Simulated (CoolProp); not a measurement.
The fluid at 298.15 K and 13.7 MPa flows at 14 m/s in a round tube of 50 mm bore and 45 µm roughness, fully developed (64/Re and Nu = 3.66 if laminar; Colebrook and Gnielinski if turbulent). The same conditions are run with several fluids, on thermodynamics alone (safety and materials aside).

Model: reference Helmholtz-energy equation of state of each fluid (n-hexane: Thol 2019; R142b: Lemmon 2006; propylene: Lemmon 2013; R407C: Lemmon 2003), in CoolProp. Blends and air are pseudo-pure fits.

```csv
fluid,Reynolds number,Darcy friction factor,pressure drop (Pa/m),heat-transfer coefficient (W/(m² K)),mass flow (kg/h)
n-hexane,1370000,0.0194,?,20700,66200
R142b,?,0.0193,43500,?,114000
propylene,3300000,0.0192,?,?,?
R407C,?,0.0192,?,34900,120000
```

### Question
Fill in the missing entries.

### Answer

- n-hexane, pressure drop (Pa/m): 25400
- R142b, Reynolds number: 2960000
- R142b, heat-transfer coefficient (W/(m² K)): 25600
- propylene, pressure drop (Pa/m): 20300
- propylene, heat-transfer coefficient (W/(m² K)): 30300
- propylene, mass flow (kg/h): 53300
- R407C, Reynolds number: 4480000
- R407C, pressure drop (Pa/m): 45500

Transport values come from each fluid's own correlations; those of R142b, propylene are estimates that may be off by 10 % or more.
